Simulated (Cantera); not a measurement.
**Thermodynamics of oxide etching and cleaning by halides, feed MgO + HCl + H₂**

Input: 1 mol MgO, 12 mol HCl, 0.24 mol H₂, equilibrated at 1825 K.

These are equilibrium values from Cantera (NASA tables, ideal gas, pure condensed phases), not measurements of a reactor. Candidate condensed phases: H₂O, Mg, MgCl₂, MgO, Mg(OH)₂; 22 gas species. Kinetics and transport are ignored.

```csv
P (Pa),log p HCl,log p Cl,log p MgCl₂,log p H₂O,log p H₂,log p H,log p Mg
1,-5.27,-5.68,-6.38,-6.18,-6.12,-6.41,-6.58
6.80,-4.35,-5.13,-5.31,-5.29,-5.37,-6.04,-6.60
46,-3.47,-4.60,-4.44,-4.44,-4.69,-5.70,-6.81
320,-2.60,-4.08,-3.59,-3.59,-3.99,-5.35,-6.99
2200,-1.75,-3.60,-2.75,-2.75,-3.26,-4.99,-7.11
15000,-0.92,-3.15,-1.91,-1.91,-2.48,-4.60,-7.18
100000,-0.09,-2.72,-1.09,-1.09,-1.69,-4.20,-7.21
```
log p: log10 of the partial pressure in bar; nothing condenses.

From 1.00 Pa to 1.00 bar nothing is condensed. The main Mg-bearing gas is MgCl₂ throughout.
